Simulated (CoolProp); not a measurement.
Properties of propylene along the isobar 904 kPa (Tc = 364.2 K, pc = 4555 kPa, ω = 0.146).

The numbers come from the reference Helmholtz-energy equation of state, Lemmon 2013 in CoolProp.

| T (K) | phase | density (kg/m³) | expansivity (1/kK) | viscosity (µPa s) | conductivity (mW/(m K)) |
|---|---|---|---|---|---|
| 198.9 | liquid | 642.8 | 1.810 | 272 | 157 |
| 221.4 | liquid | 616.0 | 1.981 | 206 | 148 |
| 243.9 | liquid | 587.7 | 2.226 | 162 | 138 |
| 266.4 | liquid | 556.8 | 2.601 | 129 | 127 |
| 311.4 | gas | 16.76 | 4.875 | 9.13 | 19.4 |
| 333.9 | gas | 15.16 | 4.109 | 9.80 | 21.9 |
| 356.4 | gas | 13.91 | 3.601 | 10.5 | 24.6 |
| 378.9 | gas | 12.88 | 3.232 | 11.1 | 27.4 |
| 401.5 | gas | 12.01 | 2.946 | 11.7 | 30.3 |
| 424 | gas | 11.27 | 2.717 | 12.4 | 33.3 |
| 446.5 | gas | 10.63 | 2.527 | 13.0 | 36.4 |
| 469 | gas | 10.06 | 2.367 | 13.5 | 39.6 |
| 491.5 | gas | 9.553 | 2.228 | 14.1 | 42.9 |
| 514 | gas | 9.098 | 2.107 | 14.7 | 46.2 |

Viscosity comes from a separate model (Huber 2003), an estimate that may be off by 10 % or more. Thermal conductivity comes from a separate model (Huber 2003), an estimate that may be off by 10 % or more.
